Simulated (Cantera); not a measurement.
Charge: 1 mol MgCO3, 0.09 mol H2S, 1.2 mol H2O, at 100 Torr.

Cantera equilibrium calculation (NASA polynomials, part measured and part estimated; ideal gas, pure solids and liquids). Candidate condensed phases: C, C6H6, C7H8, C8H18, H2O, H2SO4, Mg, MgCO3, MgO, Mg(OH)2, MgS, MgSO4, S; 130 gas species. Gases not in the tables: S3 to S7. Equilibrium is a limit: real reactors are often held back by kinetics, nucleation or transport.

At 950 K, list the 5 most abundant gas species with their mole fractions, and the condensed phases.

H2O 0.521, CO2 0.431, H2S 0.0319, H2 0.00773, CO 0.00357. Condensed: MgO(s).
